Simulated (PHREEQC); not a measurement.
Solution (20 °C): 1.2 mol/kgw H2SO4, 0.11 mol/kgw KCl and 0.42 mol/kgw KBr. Closed to the air; pH follows from the charge balance.

Model: Pitzer model, pitzer.dat, run in PHREEQC.

The ionic strength comes out as 2.24 mol/kgw. What activity coefficients do HSO4-, K+, Cl-, H+, Br- get?

HSO4- 0.64, K+ 0.73, Cl- 0.57, H+ 1.4, Br- 0.62. Single-ion values are on the MacInnes scale.

Precipitation was switched off in this run. In brines, pH and single-ion activities rest on the MacInnes convention.
